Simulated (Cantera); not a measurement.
Input (Python, Cantera) and output of one run.

```python
import numpy as np
import cantera as ct

gas_names = """
    CL CLO CL2 H HCL HOCL HO2 H2 H2O H2O2 O OH O2 O3 Si SiCL SiCL2 SiCL3 SiCL4 SiH SiHCL3 SiH2 SiH2CL2
    SiH3 SiH3CL SiH4 SiO SiO2 Si2 Si3
""".split()
cond_names = """
    H2O(s) H2O(L) Si(cr) Si(L) SiO2(Lqz) SiO2(hqz) SiO2(L)
""".split()


# ... load() reads the species with a 1 bar reference pressure and builds the phases ...
atoms = {
    'SiCl4': {'Si': 1, 'CL': 4},
    'O3': {'O': 3},
    'H2': {'H': 2},
}
top_T = {}  # K; cautious upper limits of use, not melting points


# ... equilibrate(T, P, feed) seeds the gas with the atoms and calls Mixture.equilibrate('TP', solver="vcs", rtol=1e-11, max_steps=5000) ...
results = []
T = 1575  # K
P = 95000  # Pa
for m in [0.23, 0.31, 0.42, 0.58, 0.79, 1.1, 1.5, 2, 2.7, 3.8, 5.1, 7, 9.6]:
    feed = {'SiCl4': 1, 'O3': 3.3, 'H2': m}  # mol
    mix = equilibrate(T, P, feed)
    results.append((T, P, feed, dict(zip(mix.species_names, mix.species_moles))))

top = {s: max(r[3][s] / sum(r[3][g] for g in gas_names) for r in results) for s in gas_names}
cols = sorted((s for s in top if top[s] > 1e-05), key=lambda s: -top[s])[:8]
seen = [c for c in cond_names if any(r[3].get(c, 0) > 1e-12 for r in results)]
print("log10 of partial pressures in bar; condensed amounts in mol")
print(f"{'n(H2)':>10s}" + "".join(f"{s[:9]:>10s}" for s in cols + seen))
for T, P, feed, n in results:
    ng = sum(n[g] for g in gas_names)
    print(f"{feed['H2']:10.4g}" + "".join(f"{np.log10(max(n[s] / ng * P / 1e5, 1e-99)):10.3f}" for s in cols)
          + "".join(f"{n.get(c, 0):10.4g}" for c in seen))
```

Result:

```
log10 of partial pressures in bar; condensed amounts in mol
     n(H2)       H2O        O2       HCL       CL2        CL       CLO        OH      HOCL SiO2(hqz)
      0.23    -3.436    -0.228    -1.166    -0.616    -1.332    -3.095    -4.942    -4.753         1
      0.31    -3.167    -0.233    -1.043    -0.642    -1.345    -3.111    -4.809    -4.633         1
      0.42    -2.890    -0.240    -0.921    -0.678    -1.364    -3.133    -4.672    -4.514         1
      0.58    -2.588    -0.251    -0.795    -0.734    -1.392    -3.166    -4.524    -4.394         1
      0.79    -2.287    -0.264    -0.681    -0.812    -1.431    -3.212    -4.376    -4.286         1
       1.1    -1.944    -0.284    -0.568    -0.939    -1.494    -3.285    -4.210    -4.183         1
       1.5    -1.598    -0.309    -0.479    -1.120    -1.585    -3.388    -4.043    -4.107         1
         2    -1.267    -0.344    -0.422    -1.355    -1.702    -3.523    -3.886    -4.067         1
       2.7    -0.956    -0.398    -0.396    -1.642    -1.845    -3.693    -3.744    -4.068         1
       3.8    -0.679    -0.494    -0.399    -1.971    -2.010    -3.906    -3.630    -4.119         1
       5.1    -0.496    -0.628    -0.418    -2.259    -2.154    -4.117    -3.572    -4.204         1
         7    -0.338    -0.888    -0.451    -2.614    -2.331    -4.424    -3.558    -4.368         1
       9.6    -0.211    -1.944    -0.494    -3.356    -2.702    -5.323    -3.759    -4.939         1
```

Cantera equilibrium calculation (NASA polynomials, part measured and part estimated; ideal gas, pure solids and liquids). The tables hold silica as quartz up to 1696 K and as liquid above; real silica turns to tridymite and cristobalite and melts near 1996 K. Gases not in the tables: Si(OH)4.
